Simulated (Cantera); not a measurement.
# Thermodynamics of fluorocarbon and chlorocarbon gases, feed CH₃F + HCl + H₂

A closed system holds: 1 mol CH₃F, a varied amount of HCl, 0.11 mol H₂, at 2202 °C and 20.0 Pa.

These are equilibrium values from Cantera (NASA tables, ideal gas, pure condensed phases), not measurements of a reactor. Candidate condensed phases: C, C₆H₆, C₇H₈, C₈H₁₈; 118 gas species. The numbers say what is thermodynamically allowed, not how fast it happens.

From 0.029 mol HCl to 1.6 mol HCl the condensed part is C(graphite). The main C-bearing gas is C₃ throughout. The share of C in condensed phases is highest at 0.029 mol HCl (97.4 %) and lowest at 1.6 mol HCl (95.3 %).

| n(HCl) (mol) | x H | x HF | x Cl | x H₂ | x HCl | n C(graphite) |
|---|---|---|---|---|---|---|
| 0.029 | 0.535 | 0.336 | 0.00757 | 0.113 | 0.00226 | 0.974 |
| 0.057 | 0.532 | 0.330 | 0.0147 | 0.112 | 0.00435 | 0.973 |
| 0.11 | 0.527 | 0.321 | 0.0275 | 0.110 | 0.00809 | 0.972 |
| 0.22 | 0.518 | 0.302 | 0.0521 | 0.106 | 0.0150 | 0.971 |
| 0.43 | 0.503 | 0.272 | 0.0923 | 0.100 | 0.0259 | 0.968 |
| 0.83 | 0.482 | 0.229 | 0.151 | 0.0916 | 0.0406 | 0.963 |
| 1.6 | 0.455 | 0.175 | 0.226 | 0.0818 | 0.0573 | 0.953 |
x: gas mole fraction; n: condensed amount in mol.
